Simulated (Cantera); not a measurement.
A freely propagating, adiabatic, planar premixed flame of CO : H2 : CH4 : O2 : N2 = 1 : 0.35 : 0.18 : 1.33 : 4.99 (molar parts), equivalence ratio 0.78, unburnt at 300 K and 56000 Pa; mixture-averaged transport, grid criteria slope 0.08 and curve 0.16, no radiation.

Model: GRI-Mech 3.0 (53 species, 325 reactions), integrated in Cantera. Burning velocities carry a grid error of a few per cent, more on coarse grids.

Predict: laminar burning velocity; thermal thickness; peak x(CH3); peak x(CH2).


```json
{
  "laminar_burning_velocity": "57.9 cm/s",
  "thermal_thickness": "0.850 mm",
  "peak x(CH3)": "0.000158",
  "peak x(CH2)": "1.95e-6"
}
```
